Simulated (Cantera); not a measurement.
## Premixed flame

A freely propagating, adiabatic, planar premixed flame of CH3OH : O2 : N2 = 1 : 1.61 : 6.06 (molar parts), equivalence ratio 0.93, unburnt at 348 K and 500000 Pa; mixture-averaged transport, grid criteria slope 0.08 and curve 0.16, no radiation.

Detailed kinetics in Cantera: GRI-Mech 3.0 (53 species, 325 reactions). GRI-Mech 3.0 was tuned for natural gas; its chemistry of methanol as a main component is partial and can be far from experiment. Burning velocities carry a grid error of a few per cent, more on coarse grids.

```json
[
 {"z (mm)": "-0.332", "T (K)": "348", "u (m/s)": "0.293", "x CH3OH": "0.115", "x O2": "0.186", "x HO2": "2.77e-8", "x CH2O": "1.33e-7", "x CH3": "<1e-8", "x NO": "<1e-8"},
 {"z (mm)": "-0.221", "T (K)": "350", "u (m/s)": "0.295", "x CH3OH": "0.115", "x O2": "0.185", "x HO2": "3.20e-7", "x CH2O": "2.29e-6", "x CH3": "<1e-8", "x NO": "<1e-8"},
 {"z (mm)": "-0.166", "T (K)": "360", "u (m/s)": "0.304", "x CH3OH": "0.114", "x O2": "0.184", "x HO2": "2.21e-6", "x CH2O": "2.29e-5", "x CH3": "<1e-8", "x NO": "<1e-8"},
 {"z (mm)": "-0.111", "T (K)": "436", "u (m/s)": "0.371", "x CH3OH": "0.110", "x O2": "0.177", "x HO2": "2.20e-5", "x CH2O": "0.000289", "x CH3": "<1e-8", "x NO": "1.21e-8"},
 {"z (mm)": "-0.0553", "T (K)": "839", "u (m/s)": "0.736", "x CH3OH": "0.0813", "x O2": "0.141", "x HO2": "0.000262", "x CH2O": "0.00279", "x CH3": "<1e-8", "x NO": "3.01e-7"},
 {"z (mm)": "-0.0276", "T (K)": "1233", "u (m/s)": "1.11", "x CH3OH": "0.0448", "x O2": "0.104", "x HO2": "0.000918", "x CH2O": "0.00607", "x CH3": "7.88e-7", "x NO": "1.38e-6"},
 {"z (mm)": "0", "T (K)": "1669", "u (m/s)": "1.53", "x CH3OH": "0.00425", "x O2": "0.0615", "x HO2": "0.00103", "x CH2O": "0.00364", "x CH3": "3.33e-5", "x NO": "4.23e-6"},
 {"z (mm)": "0.0276", "T (K)": "1860", "u (m/s)": "1.70", "x CH3OH": "5.38e-6", "x O2": "0.0381", "x HO2": "5.12e-5", "x CH2O": "1.89e-5", "x CH3": "2.49e-6", "x NO": "6.96e-6"},
 {"z (mm)": "0.0553", "T (K)": "1959", "u (m/s)": "1.78", "x CH3OH": "<1e-8", "x O2": "0.0288", "x HO2": "2.78e-5", "x CH2O": "5.33e-8", "x CH3": "7.15e-8", "x NO": "9.50e-6"},
 {"z (mm)": "0.111", "T (K)": "2063", "u (m/s)": "1.86", "x CH3OH": "<1e-8", "x O2": "0.0223", "x HO2": "1.39e-5", "x CH2O": "<1e-8", "x CH3": "<1e-8", "x NO": "1.35e-5"},
 {"z (mm)": "0.221", "T (K)": "2146", "u (m/s)": "1.92", "x CH3OH": "<1e-8", "x O2": "0.0179", "x HO2": "6.34e-6", "x CH2O": "<1e-8", "x CH3": "<1e-8", "x NO": "1.88e-5"},
 {"z (mm)": "0.442", "T (K)": "2197", "u (m/s)": "1.96", "x CH3OH": "<1e-8", "x O2": "0.0152", "x HO2": "3.16e-6", "x CH2O": "<1e-8", "x CH3": "<1e-8", "x NO": "2.53e-5"},
 {"z (mm)": "0.884", "T (K)": "2221", "u (m/s)": "1.98", "x CH3OH": "<1e-8", "x O2": "0.0139", "x HO2": "2.10e-6", "x CH2O": "<1e-8", "x CH3": "<1e-8", "x NO": "3.41e-5"}
]
```
x: mole fraction of selected species; z is measured from the peak of heat release.

| Quantity | Result |
|---|---|
| laminar burning velocity | 29.2 cm/s |
| thermal thickness | 0.111 mm |
| peak x(HO2) | 0.00162 |
| peak x(CH2O) | 0.00708 |
| peak x(CH3) | 3.43e-5 |
| grid points | 130 |
